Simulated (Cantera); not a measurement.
What does this Cantera script print?

```python
import numpy as np
import cantera as ct

gas_names = """
    C CO CO2 C2 C2O C3 C3O2 C4 C5 Cu CuO Cu2 O O2 O3
""".split()
cond_names = """
    C(gr) Cu(cr) Cu(L) CuO(s) Cu2O(s) Cu2O(L)
""".split()


# ... load() reads the species with a 1 bar reference pressure and builds the phases ...
atoms = {
    'CuO': {'Cu': 1, 'O': 1},
    'C': {'C': 1},
    'CO': {'C': 1, 'O': 1},
}
top_T = {'C(gr)': 4500, 'CuO(s)': 1390}  # K; cautious upper limits of use, not melting points


# ... equilibrate(T, P, feed) seeds the gas with the atoms and calls Mixture.equilibrate('TP', solver="vcs", rtol=1e-11, max_steps=5000) ...
results = []
feed = {'CuO': 1, 'C': 2.6, 'CO': 0.018}  # mol
T = 2450  # K
P = 46000  # Pa
mix = equilibrate(T, P, feed)
results.append((T, P, feed, dict(zip(mix.species_names, mix.species_moles))))
x = sorted(zip(gas.X, gas.species_names), reverse=True)
print(f"T = {T:g} K  P = {P:g} Pa  gas = {mix.phase_moles(0):.4g} mol")
print("   x: " + "  ".join(f"{s} {v:.3e}" for v, s in x if v > 0.0001))
print("   condensed (mol): " + ("  ".join(f"{mix.phase(i).name} {mix.phase_moles(i):.4g}"
      for i in range(1, mix.n_phases) if mix.phase_moles(i) > 1e-12) or "none"))
```

It prints:

```
T = 2450 K  P = 46000 Pa  gas = 1.417 mol
   x: CO 7.186e-01  Cu 2.775e-01  Cu2 3.866e-03
   condensed (mol): C(gr) 1.6  Cu(L) 0.596
```

Method: chemical equilibrium by Gibbs-energy minimisation in Cantera with the NASA 1993 tables (ideal gas, pure condensed phases).
